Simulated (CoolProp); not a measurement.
Properties of n-perfluorobutane along the isobar 0.763 MPa.

Computed with CoolProp (reference Helmholtz-energy equation of state, Gao 2022).

| T (K) | phase | cp (kJ/(kg K)) | speed of sound (m/s) | isothermal compressibility (1/MPa) | fugacity coefficient |
|---|---|---|---|---|---|
| 356.4 | gas | 0.9788 | 95.70 | 1.622 | ___ |
| 368 | gas | 0.9781 | 99.73 | 1.567 | 0.8754 |
| 379.5 | gas | 0.9793 | 103.3 | 1.526 | ___ |
| 391 | gas | 0.9817 | 106.6 | 1.494 | 0.8994 |
| 402.5 | gas | 0.9848 | ___ | 1.469 | 0.9093 |
| 414 | gas | 0.9883 | 112.5 | 1.448 | 0.9182 |
| 425.6 | gas | 0.9920 | 115.1 | 1.431 | 0.9261 |
| 437.1 | gas | ___ | 117.7 | 1.416 | 0.9332 |

What belongs in the gaps?


- 356.4, fugacity coefficient: 0.8607
- 379.5, fugacity coefficient: 0.8882
- 402.5, speed of sound (m/s): 109.6
- 437.1, cp (kJ/(kg K)): 0.9958
